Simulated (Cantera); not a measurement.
A Cantera script and its output.

```python
import numpy as np
import cantera as ct

gas = ct.Solution("gri30.yaml")
gas.TPX = 1250, 320000, {'CO': 0.0021, 'O2': 0.0037, 'H2O': 0.0051, 'N2': 1.5}
reactor = ct.IdealGasConstPressureReactor(gas, energy="off", clone=False)
net = ct.ReactorNet([reactor])
net.rtol, net.atol = 1e-08, 1e-18
show = ['CO', 'O2', 'H2O', 'OH', 'N2O', 'NO2']
times = np.geomspace(3e-06, 4, 13)

steps = ct.SolutionArray(gas, extra=["t"])
rows = []
print(f"{'t/s':>10s}{'T/K':>9s}{'P/Pa':>11s}" + "".join(f"{s:>11s}" for s in show))
for t in times:
    while net.time < t:
        t_next = net.step()
        steps.append(gas.state, t=t_next)
    rows.append([np.interp(t, steps.t, y) for y in (steps.T, steps.P, *steps(*show).X.T)])
    print(f"{t:10.3e}{rows[-1][0]:9.1f}{rows[-1][1]:11.4g}" + "".join(f"{x:11.3e}" for x in rows[-1][2:]))
rate = np.gradient(steps.T, steps.t)
print("integrator steps:", len(steps.t))
if steps.T.max() > steps.T[0] + 200:
    print(f"time of steepest temperature rise: {steps.t[rate.argmax()]:.4e} s")
gas.TPX = 1250, 320000, {'CO': 0.0021, 'O2': 0.0037, 'H2O': 0.0051, 'N2': 1.5}
gas.equilibrate("TP")
print(f"equilibrium (TP): T = {gas.T:.1f} K  " + "  ".join(f"{s} {gas[s].X[0]:.3e}" for s in show))
```

Result:

```
       t/s      T/K       P/Pa         CO         O2        H2O         OH        N2O        NO2
 3.000e-06   1250.0    3.2e+05  1.390e-03  2.449e-03  3.375e-03  1.306e-13  4.139e-17  7.601e-31
 9.717e-06   1250.0    3.2e+05  1.390e-03  2.449e-03  3.375e-03  5.844e-13  3.241e-16  2.973e-29
 3.147e-05   1250.0    3.2e+05  1.390e-03  2.449e-03  3.375e-03  3.409e-12  2.993e-15  1.390e-27
 1.019e-04   1250.0    3.2e+05  1.390e-03  2.449e-03  3.375e-03  2.347e-11  2.885e-14  8.510e-26
 3.302e-04   1250.0    3.2e+05  1.390e-03  2.449e-03  3.375e-03  1.708e-10  2.905e-13  1.149e-23
 1.069e-03   1250.0    3.2e+05  1.390e-03  2.449e-03  3.375e-03  2.330e-09  5.473e-12  1.132e-20
 3.464e-03   1250.0    3.2e+05  1.382e-03  2.444e-03  3.373e-03  1.433e-06  3.695e-09  2.755e-14
 1.122e-02   1250.0    3.2e+05  5.709e-04  2.040e-03  3.352e-03  1.256e-05  4.211e-07  1.239e-10
 3.634e-02   1250.0    3.2e+05  9.122e-05  1.799e-03  3.372e-03  5.611e-06  7.331e-07  7.581e-10
 1.177e-01   1250.0    3.2e+05  7.786e-06  1.758e-03  3.376e-03  2.248e-06  7.585e-07  1.417e-09
 3.813e-01   1250.0    3.2e+05  3.618e-07  1.755e-03  3.377e-03  8.905e-07  4.841e-07  6.544e-10
 1.235e+00   1250.0    3.2e+05  7.632e-09  1.755e-03  3.378e-03  4.508e-07  9.816e-08  2.215e-10
 4.000e+00   1250.0    3.2e+05  1.190e-09  1.755e-03  3.378e-03  2.553e-07  5.252e-09  1.049e-10
integrator steps: 1208
equilibrium (TP): T = 1250.0 K  CO 1.013e-09  O2 1.741e-03  H2O 3.378e-03  OH 2.391e-07  N2O 3.964e-09  NO2 6.316e-08
```

Cantera simulation using GRI-Mech 3.0 (53 species, 325 reactions); the numbers are that mechanism's predictions, not measurements.
